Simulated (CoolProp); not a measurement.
A Linde-Hampson liquefier for oxygen: isothermal reversible compression at 300 K from 1 atm to 5 MPa, throttling to 1 atm, return gas leaving the recuperator 5 K below the feed. Each further row changes one setting.

Values from CoolProp's reference Helmholtz-energy equation of state, Schmidt 1985.

```csv
case,liquid yield per pass,compression work (kJ/kg of gas)
as stated,0.018,302
high pressure 10 MPa,0.047,354
warm-end temperature 330 K,0.012,333
warm-end gap 10 K,0.007,302
```

Above 300 K oxygen's equation is extrapolated.
